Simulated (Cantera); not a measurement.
A perfectly stirred reactor is fed with H2 : O2 : N2 = 1.9 : 1 : 1.8 (molar parts), equivalence ratio 0.95, at 100000 Pa; it is held at 800 K, and followed from long to short residence time.

Model: GRI-Mech 3.0 (53 species, 325 reactions), integrated in Cantera. Below about 950 K walls govern HO2 and H2O2 in real vessels. The temperature is held fixed by assumption; the heat of reaction is taken as removed at once.

### Question
What does this change do: temperature 800 to 1048 K?

### Answer
| quantity | before | after |
|---|---|---|
| x(H2) at τ = 3.50 s | 0.403 | 0.0165 |
| x(O2) at τ = 3.50 s | 0.212 | 0.0214 |
| x(H2O2) at τ = 3.50 s | 0.000271 | 2.46e-5 |
| x(O) at τ = 3.50 s | 7.21e-11 | 2.29e-7 |
| x(NO) at τ = 3.50 s | <1e-12 | 2.05e-9 |
| x(H2) at τ = 23.0 ms | 0.404 | 0.198 |
| x(O2) at τ = 23.0 ms | 0.213 | 0.111 |
| x(H2O2) at τ = 23.0 ms | 1.19e-9 | 0.000455 |
| x(O) at τ = 23.0 ms | <1e-12 | 3.03e-6 |
| x(NO) at τ = 23.0 ms | <1e-12 | 5.19e-10 |
